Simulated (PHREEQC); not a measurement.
A solution holds 1.4 mmol/kgw LiOH, 6.4 mmol/kgw H3BO3 and 2.4 mmol/kgw Na2CO3, at 25 °C. Closed to the air; pH follows from the charge balance.

The numbers come from PHREEQC with the ion-association model, phreeqc.dat.

### Question
The ionic strength comes out as 0.00643 mol/kgw. What activity coefficients do H2BO3-, HCO3-, Li+, CO3-2, NaCO3- get?

### Answer
H2BO3- 0.92, HCO3- 0.92, Li+ 0.92, CO3-2 0.72, NaCO3- 0.92.

Precipitation was switched off in this run.
